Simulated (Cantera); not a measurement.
**Reactions in the system Cl-N-O-Sr**

Cantera with NASA thermochemical tables; ideal gases at 1 bar, condensed phases pure. Values are per mole of reaction as written; species without (g) are pure solids or liquids, kept so even where they would boil at 1 bar.

2 NO(g) + SrCl2 → Cl2(g) + SrO + N2O(g)

```tsv
T (K)	ΔH° (kJ)	ΔS° (J/K)	ΔG° (kJ)	log10 K	condensed phases
525	133.1	-44.9	156.7	-15.59	SrCl2(s), SrO(s)
725	131.2	-47.9	165.9	-11.96	SrCl2(s), SrO(s)
925	128.4	-51.3	175.9	-9.93	SrCl2(s), SrO(s)
1125	115.6	-63.9	187.4	-8.70	SrCl2(s), SrO(s)
1325	94.5	-82.0	203.2	-8.01	SrCl2(l), SrO(s)
1525	90.5	-84.8	219.9	-7.53	SrCl2(l), SrO(s)
1725	86.8	-87.1	237.1	-7.18	SrCl2(l), SrO(s)
1925	83.5	-88.9	254.7	-6.91	SrCl2(l), SrO(s)
2125	80.5	-90.4	272.6	-6.70	SrCl2(l), SrO(s)
2325	77.9	-91.6	290.8	-6.53	SrCl2(l), SrO(s)
2525	75.7	-92.5	309.2	-6.40	SrCl2(l), SrO(s)
```
